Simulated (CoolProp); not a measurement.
Vapour-liquid equilibrium of R143a (1) + R134a (2) at 10.05 °C; x and y are mole fractions of (1).

Computed with CoolProp (multi-fluid Helmholtz-energy mixture model, Lemmon and Jacobsen 2000 and Tillner-Roth 1994; pair parameters Lemmon 2004).

```csv
x,"bubble pressure, mixture model (bar)","bubble pressure, Raoult's law (bar)","y, mixture model","y, Raoult's law"
0.05,4.354,4.364,[?],0.096
0.125,4.658,4.681,0.207,0.224
0.2,[?],4.997,0.313,0.335
0.275,5.270,5.314,0.408,0.433
0.35,5.580,5.631,0.493,0.521
0.425,5.892,5.947,0.571,0.598
0.5,[?],6.264,0.641,0.668
0.575,6.522,6.581,0.706,0.732
0.65,6.841,6.897,0.767,0.789
0.725,7.163,7.214,0.823,0.842
0.8,7.488,7.531,0.875,0.890
0.875,[?],7.847,0.924,0.934
0.95,[?],8.164,0.970,0.975
```

Problem. Fill in the missing entries.

Solution. 
- 0.05, y, mixture model: 0.088
- 0.2, bubble pressure, mixture model (bar): 4.963
- 0.5, bubble pressure, mixture model (bar): 6.206
- 0.875, bubble pressure, mixture model (bar): 7.817
- 0.95, bubble pressure, mixture model (bar): 8.150

The largest gap from Raoult's law is -0.9 % in bubble pressure, at x = 0.425. No azeotrope shows between x = 0.05 and 0.95.

Pair parameters are fitted to limited data, so mixtures are less certain than the pure fluids.
